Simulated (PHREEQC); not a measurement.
A column of 1 m (40 cells, dispersivity 0.05 m, 3600 s a shift, diffusion coefficient 3e-10 m²/s) holds 0.32 eq of the database's cation exchanger X per kg of pore water, first in equilibrium with 0.0072 mol Na2SO4 and 1e-05 mol HCl per kg of water. It is flushed with 0.6 mmol/kgw MnCl2, 69 mmol/kgw KCl, 51 mmol/kgw KBr and 0.01 mmol/kgw HCl, at 25 °C. Values are for the last cell. CO2 from the air is kept out. No solid was allowed to form.

The series has 33 steps of pore volumes, from 0 to 8.012.

Computed with PHREEQC (ion-association model, phreeqc.dat).

Q: After how many pore volumes does K at the outlet first reach half of its feed value?

A: By 3.8 pore volumes.

Q: After how many pore volumes does Br at the outlet first reach half of its feed value?

A: By 1.0 pore volumes.

Q: After how many pore volumes does Mn at the outlet first reach half of its feed value?

A: By 3.5 pore volumes; it later peaks at 0.00144 mol/kgw, above the feed's 0.000600.

Complexes and solids missing from the database can't appear.
